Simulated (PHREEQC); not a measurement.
Solution (55 °C): 0.063 mol HF, 0.00014 mol KF and 6.9e-05 mol H2SiF6 per kg of water. Closed to the air; pH follows from the charge balance.

The numbers come from PHREEQC with the ion-association model, phreeqc.dat.

Q: The ionic strength comes out as 0.00580 mol/kgw. What activity coefficients do HF2-, SiF6-2, K+, H+, F- get?

A: HF2- 0.92, SiF6-2 0.71, K+ 0.92, H+ 0.93, F- 0.92.

No solid was allowed to form. Away from 25 °C the constants follow the database's enthalpies or fits; those with neither stay at their 25 °C values. SiF6-2 is the database's only silicon fluoride.
